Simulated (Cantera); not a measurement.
Input (Python, Cantera):

```python
import numpy as np
import cantera as ct

gas = ct.Solution("gri30.yaml")


def delay(T, t_max=10):
    gas.TPX = T, 1000000, {'CH4': 1, 'O2': 1.54, 'N2': 5.78, 'CO2': 0.076}
    reactor = ct.IdealGasReactor(gas, clone=False)
    net = ct.ReactorNet([reactor])
    net.rtol, net.atol = 1e-8, 1e-16
    while net.time < t_max:
        t_old, T_old = net.time, reactor.T
        net.step()
        if reactor.T > T + 400:  # ignition: a rise of 400 K
            return t_old + (T + 400 - T_old) / (reactor.T - T_old) * (net.time - t_old)
    return np.nan


taus = []
for T in [1100, 1175, 1250, 1325, 1400, 1475]:
    taus.append(delay(T))
    print(f"T0 = {T:6g} K   tau = {taus[-1]:.4e} s")
```

Output:

```
T0 =   1100 K   tau = 1.9331e-02 s
T0 =   1175 K   tau = 7.1010e-03 s
T0 =   1250 K   tau = 2.8258e-03 s
T0 =   1325 K   tau = 1.1973e-03 s
T0 =   1400 K   tau = 5.3503e-04 s
T0 =   1475 K   tau = 2.5032e-04 s
```

Detailed kinetics in Cantera: GRI-Mech 3.0 (53 species, 325 reactions).
